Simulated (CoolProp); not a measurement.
Methanol along the isobar 4.72 bar: Z from the reference equation and from simpler models built on Tc = 240.2 °C, pc = 82.16 bar, ω = 0.565; each cubic takes its own stable root.

Model: reference Helmholtz-energy equation of state, de Reuck 1993, in CoolProp.

```tsv
T (°C)	phase	reference	Soave-Redlich-Kwong	Peng-Robinson
-91.65	liquid	0.01115	0.01503	0.01344
-61.05	liquid	0.009874	0.01311	0.01171
-30.35	liquid	0.008932	0.01172	0.01045
0.35	liquid	0.008214	0.01069	0.009515
30.95	liquid	0.007658	0.009935	0.008826
61.65	liquid	0.007228	0.009395	0.008329
92.35	liquid	0.006915	0.009050	0.008007
123.05	gas	0.9244	0.9488	0.9462
153.65	gas	0.9542	0.9605	0.9580
184.35	gas	0.9684	0.9692	0.9668
215.05	gas	0.9770	0.9759	0.9736
245.75	gas	0.9825	0.9810	0.9788
```
